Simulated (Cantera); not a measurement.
What does this Cantera script print?

```python
import numpy as np
import cantera as ct

gas_names = [...]  # 95 gases of nasa_gas.yaml made of C, F, H
cond_names = """
    C(gr) C6H6(L) C7H8(L) C8H18(L),n-octa
""".split()


# ... load() reads the species with a 1 bar reference pressure and builds the phases ...
atoms = {
    'CHF3': {'C': 1, 'H': 1, 'F': 3},
    'CH4': {'C': 1, 'H': 4},
}
top_T = {'C(gr)': 4500}  # K; cautious upper limits of use, not melting points


# ... equilibrate(T, P, feed) seeds the gas with the atoms and calls Mixture.equilibrate('TP', solver="vcs", rtol=1e-11, max_steps=5000) ...
results = []
T = 1348.15  # K
P = 1.2  # Pa
for m in [0.073, 0.086, 0.1, 0.12, 0.14, 0.17, 0.2, 0.24, 0.28, 0.33, 0.4, 0.47, 0.55]:
    feed = {'CHF3': 1, 'CH4': m}  # mol
    mix = equilibrate(T, P, feed)
    results.append((T, P, feed, dict(zip(mix.species_names, mix.species_moles))))
    x = sorted(zip(gas.X, gas.species_names), reverse=True)
    print(f"T = {T:g} K  P = {P:g} Pa  n(CH4) = {m:g} mol  gas = {mix.phase_moles(0):.4g} mol")
    print("   x: " + "  ".join(f"{s} {v:.3e}" for v, s in x if v > 0.0001))
    print("   condensed (mol): " + ("  ".join(f"{mix.phase(i).name} {mix.phase_moles(i):.4g}"
          for i in range(1, mix.n_phases) if mix.phase_moles(i) > 1e-12) or "none"))
```

Result:

```
T = 1348.15 K  P = 1.2 Pa  n(CH4) = 0.073 mol  gas = 1.72 mol
   x: HF 7.512e-01  CF4 2.479e-01  CF2 4.903e-04  F 3.916e-04
   condensed (mol): C(gr) 0.6457
T = 1348.15 K  P = 1.2 Pa  n(CH4) = 0.086 mol  gas = 1.759 mol
   x: HF 7.641e-01  CF4 2.350e-01  CF2 4.774e-04  F 3.864e-04
   condensed (mol): C(gr) 0.6717
T = 1348.15 K  P = 1.2 Pa  n(CH4) = 0.1 mol  gas = 1.801 mol
   x: HF 7.774e-01  CF4 2.218e-01  CF2 4.638e-04  F 3.808e-04
   condensed (mol): C(gr) 0.6997
T = 1348.15 K  P = 1.2 Pa  n(CH4) = 0.12 mol  gas = 1.861 mol
   x: HF 7.953e-01  CF4 2.039e-01  CF2 4.447e-04  F 3.729e-04
   condensed (mol): C(gr) 0.7398
T = 1348.15 K  P = 1.2 Pa  n(CH4) = 0.14 mol  gas = 1.921 mol
   x: HF 8.121e-01  CF4 1.871e-01  CF2 4.260e-04  F 3.650e-04
   condensed (mol): C(gr) 0.7798
T = 1348.15 K  P = 1.2 Pa  n(CH4) = 0.17 mol  gas = 2.011 mol
   x: HF 8.354e-01  CF4 1.638e-01  CF2 3.986e-04  F 3.531e-04
   condensed (mol): C(gr) 0.8398
T = 1348.15 K  P = 1.2 Pa  n(CH4) = 0.2 mol  gas = 2.101 mol
   x: HF 8.568e-01  CF4 1.425e-01  CF2 3.718e-04  F 3.410e-04
   condensed (mol): C(gr) 0.8998
T = 1348.15 K  P = 1.2 Pa  n(CH4) = 0.24 mol  gas = 2.221 mol
   x: HF 8.825e-01  CF4 1.168e-01  CF2 3.366e-04  F 3.244e-04
   condensed (mol): C(gr) 0.9798
T = 1348.15 K  P = 1.2 Pa  n(CH4) = 0.28 mol  gas = 2.341 mol
   x: HF 9.056e-01  CF4 9.374e-02  F 3.071e-04  CF2 3.015e-04
   condensed (mol): C(gr) 1.06
T = 1348.15 K  P = 1.2 Pa  n(CH4) = 0.33 mol  gas = 2.491 mol
   x: HF 9.314e-01  CF4 6.804e-02  F 2.834e-04  CF2 2.569e-04
   condensed (mol): C(gr) 1.16
T = 1348.15 K  P = 1.2 Pa  n(CH4) = 0.4 mol  gas = 2.701 mol
   x: HF 9.627e-01  CF4 3.687e-02  F 2.432e-04  CF2 1.891e-04
   condensed (mol): C(gr) 1.3
T = 1348.15 K  P = 1.2 Pa  n(CH4) = 0.47 mol  gas = 2.911 mol
   x: HF 9.895e-01  CF4 1.021e-02  F 1.764e-04
   condensed (mol): C(gr) 1.44
T = 1348.15 K  P = 1.2 Pa  n(CH4) = 0.55 mol  gas = 3.1 mol
   x: HF 9.677e-01  H2 3.220e-02  H 1.201e-04
   condensed (mol): C(gr) 1.55
```

Method: chemical equilibrium by Gibbs-energy minimisation in Cantera with the NASA 1993 tables (ideal gas, pure condensed phases). Gases not in the tables: C2F6 and larger saturated fluorocarbons.
